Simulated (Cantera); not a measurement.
Input (Python, Cantera) and output of one run.

```python
import numpy as np
import cantera as ct

gas_names = """
    Mg MgN MgO MgS Mg2 N NO NO2 NO3 N2 N2O O O2 O3 S SN SO SO2 SO3 S2 S2O S8
""".split()
cond_names = """
    Mg(cr) Mg(L) MgO(s) MgO(L) MgS(s) MgSO4(s) MgSO4(L) S(cr1) S(cr2) S(L)
""".split()


def load(file, names, dense=False):
    # The tables refer to 1 bar. Condensed volumes are neglected.
    table = {s.name: s for s in ct.Species.list_from_file(file)}
    out = []
    for n in names:
        d = dict(table[n].input_data)
        d["thermo"] = dict(d["thermo"], **{"reference-pressure": 1e5})
        if dense:
            d["equation-of-state"] = {"model": "constant-volume", "density": "1e6 g/cm^3"}
        out.append(ct.Species.from_dict(d))
    return out


gas = ct.Solution(thermo="ideal-gas", species=load("nasa_gas.yaml", gas_names))
cond = {s.name: ct.Solution(thermo="fixed-stoichiometry", species=[s], name=s.name)
        for s in load("nasa_condensed.yaml", cond_names, dense=True)}
atoms = {
    'MgO': {'Mg': 1, 'O': 1},
    'SO3': {'S': 1, 'O': 3},
    'N2': {'N': 2},
}
top_T = {'MgS(s)': 2250}  # K; cautious upper limits of use, not melting points


def equilibrate(T, P, feed):
    n = {}
    for name, mol in feed.items():
        for a, k in atoms[name].items():
            n[a] = n.get(a, 0.0) + k * mol
    gas.TPX = T, P, n
    mass = sum(n.values()) * gas.mean_molecular_weight
    gas.equilibrate("TP")
    valid = [c for c in cond.values() if c.min_temp <= T <= top_T.get(c.name, c.max_temp)]
    mix = ct.Mixture([(gas, mass / gas.mean_molecular_weight)] + [(c, 0.0) for c in valid])
    mix.T, mix.P = T, P
    mix.equilibrate("TP", solver="vcs", rtol=1e-11, max_steps=5000)
    return mix


results = []
T = 1275  # K
P = 10000  # Pa
for m in [0.11, 0.16, 0.22, 0.31, 0.44, 0.62, 0.87, 1.2, 1.7, 2.4, 3.4, 4.8]:
    feed = {'MgO': 1, 'SO3': m, 'N2': 4.6}  # mol
    mix = equilibrate(T, P, feed)
    results.append((T, P, feed, dict(zip(mix.species_names, mix.species_moles))))

top = {s: max(r[3][s] / sum(r[3][g] for g in gas_names) for r in results) for s in gas_names}
cols = sorted((s for s in top if top[s] > 1e-05), key=lambda s: -top[s])[:6]
seen = [c for c in cond_names if any(r[3].get(c, 0) > 1e-12 for r in results)]
print("log10 of partial pressures in bar; condensed amounts in mol")
print(f"{'n(SO3)':>10s}" + "".join(f"{s[:9]:>10s}" for s in cols + seen))
for T, P, feed, n in results:
    ng = sum(n[g] for g in gas_names)
    print(f"{feed['SO3']:10.4g}" + "".join(f"{np.log10(max(n[s] / ng * P / 1e5, 1e-99)):10.3f}" for s in cols)
          + "".join(f"{n.get(c, 0):10.4g}" for c in seen))
```

Output:

```
log10 of partial pressures in bar; condensed amounts in mol
    n(SO3)        N2       SO2        O2       SO3        NO    MgO(s)
      0.11    -1.015    -2.639    -2.941    -4.947    -5.062         1
      0.16    -1.022    -2.483    -2.786    -4.713    -4.988         1
      0.22    -1.030    -2.353    -2.656    -4.518    -4.927         1
      0.31    -1.042    -2.217    -2.519    -4.313    -4.864         1
      0.44    -1.058    -2.081    -2.383    -4.110    -4.805         1
      0.62    -1.080    -1.955    -2.256    -3.920    -4.752         1
      0.87    -1.108    -1.837    -2.138    -3.743    -4.707         1
       1.2    -1.143    -1.732    -2.034    -3.587    -4.672         1
       1.7    -1.191    -1.630    -1.931    -3.433    -4.645         1
       2.4    -1.250    -1.540    -1.841    -3.298    -4.630         1
       3.4    -1.323    -1.462    -1.763    -3.181    -4.627         1
       4.8    -1.407    -1.398    -1.699    -3.085    -4.637         1
```

Cantera equilibrium calculation (NASA polynomials, part measured and part estimated; ideal gas, pure solids and liquids).
